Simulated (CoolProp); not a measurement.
Vapour-liquid equilibrium of CHF3 (R23) (1) + R125 (2) at 238.8 K; x and y are mole fractions of (1).

Values from CoolProp's multi-fluid Helmholtz-energy mixture model, Penoncello 2003 and Lemmon 2005; pair parameters Bell 2016.

```tsv
x	bubble pressure, mixture model (bar)	bubble pressure, Raoult's law (bar)	y, mixture model	y, Raoult's law
0.05	2.199	2.239	…	0.194
0.2	…	3.254	0.494	0.533
0.35	4.132	4.269	0.677	0.711
0.5	5.144	5.284	0.792	0.820
0.65	6.170	6.299	0.873	0.894
0.8	7.214	7.313	0.934	0.948
0.95	…	8.328	0.985	0.989
```

Question: Some entries are withheld; supply them.

Answer: 
- 0.05, y, mixture model: 0.169
- 0.2, bubble pressure, mixture model (bar): 3.142
- 0.95, bubble pressure, mixture model (bar): 8.294

The largest gap from Raoult's law is -3.4 % in bubble pressure, at x = 0.2. No azeotrope shows between x = 0.05 and 0.95.

The pair parameters rest on a limited set of measurements; away from them the model extrapolates.
